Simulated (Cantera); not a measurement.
Feed: 1 mol CH₂F₂, 0.35 mol CH₄, a varied amount of HCl, held at 1502 °C and 0.00133 bar.

Method: chemical equilibrium by Gibbs-energy minimisation in Cantera with the NASA 1993 tables (ideal gas, pure condensed phases). Candidate condensed phases: C, C₆H₆, C₇H₈, C₈H₁₈; 118 gas species. Kinetics and transport are ignored.

x: gas mole fraction; n: condensed amount in mol.

```tsv
n(HCl) (mol)	x HF	x HCl	x H₂	x Cl	x H	x C₂H₂ (acetylene)	x F	n C(graphite)
0.011	0.736	0.00400	0.256	4.82e-5	0.00401	3.64e-5	1.70e-6	1.35
0.017	0.735	0.00617	0.255	7.44e-5	0.00400	3.63e-5	1.69e-6	1.35
0.027	0.732	0.00976	0.254	0.000118	0.00400	3.62e-5	1.69e-6	1.35
0.043	0.728	0.0155	0.253	0.000187	0.00399	3.60e-5	1.68e-6	1.35
0.068	0.721	0.0242	0.250	0.000295	0.00397	3.57e-5	1.68e-6	1.35
0.11	0.710	0.0386	0.247	0.000473	0.00394	3.51e-5	1.66e-6	1.35
0.17	0.695	0.0584	0.242	0.000723	0.00390	3.44e-5	1.65e-6	1.35
0.27	0.672	0.0896	0.234	0.00113	0.00383	3.33e-5	1.62e-6	1.35
0.43	0.637	0.135	0.222	0.00175	0.00373	3.16e-5	1.57e-6	1.35
0.68	0.590	0.198	0.206	0.00266	0.00360	2.93e-5	1.51e-6	1.35
1.1	0.524	0.284	0.184	0.00404	0.00340	___	1.42e-6	1.35
1.7	0.453	0.379	0.160	0.00577	0.00317	___	1.32e-6	1.35
2.7	0.368	0.489	0.132	0.00821	0.00288	___	1.18e-6	1.35
```

### Question
Complete the blanks.

### Answer

- 1.1, x C₂H₂ (acetylene): 2.62e-5
- 1.7, x C₂H₂ (acetylene): 2.27e-5
- 2.7, x C₂H₂ (acetylene): 1.87e-5
